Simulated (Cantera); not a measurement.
An isothermal, constant-pressure homogeneous reactor starts with H2 : O2 = 0.39 : 1 (molar parts), at 1400 K and 2670 Pa. Integrator tolerance rtol = 1e-08.

Cantera simulation using the H2/O2 subset of GRI-Mech 3.0, which has no nitrogen chemistry; the numbers are that mechanism's predictions, not measurements. Radical loss at walls, strong at low pressure, is not modelled. The temperature is held fixed by assumption; the heat of reaction is taken as removed at once.

Problem. What does this change do: O2 1 to 3.2 parts?

Solution. 
```
quantity                                             before                                      after
----------------  -----------------------------------------  -----------------------------------------
x(H2) at 3.00 s     1.13e-6 (gas-phase equilibrium 1.11e-6)    4.41e-7 (gas-phase equilibrium 3.40e-7)
x(O2) at 3.00 s         0.674 (gas-phase equilibrium 0.674)        0.885 (gas-phase equilibrium 0.885)
x(OH) at 3.00 s   0.000186 (gas-phase equilibrium 0.000185)  0.000134 (gas-phase equilibrium 0.000117)
x(H) at 3.00 s      3.23e-8 (gas-phase equilibrium 3.16e-8)    2.58e-8 (gas-phase equilibrium 1.75e-8)
x(HO2) at 3.00 s    1.57e-7 (gas-phase equilibrium 1.58e-7)    1.06e-7 (gas-phase equilibrium 1.15e-7)
```

Problem. What does this change do: pressure from 2670 Pa to 1330 Pa?

Solution. 
| quantity | before | after |
|---|---|---|
| x(H2) at 3.00 s | 1.13e-6 (gas-phase equilibrium 1.11e-6) | 2.53e-6 (gas-phase equilibrium 1.57e-6) |
| x(O2) at 3.00 s | 0.674 (gas-phase equilibrium 0.674) | 0.674 (gas-phase equilibrium 0.674) |
| x(OH) at 3.00 s | 0.000186 (gas-phase equilibrium 0.000185) | 0.000279 (gas-phase equilibrium 0.000220) |
| x(H) at 3.00 s | 3.23e-8 (gas-phase equilibrium 3.16e-8) | 1.08e-7 (gas-phase equilibrium 5.31e-8) |
| x(HO2) at 3.00 s | 1.57e-7 (gas-phase equilibrium 1.58e-7) | 1.18e-7 (gas-phase equilibrium 1.33e-7) |
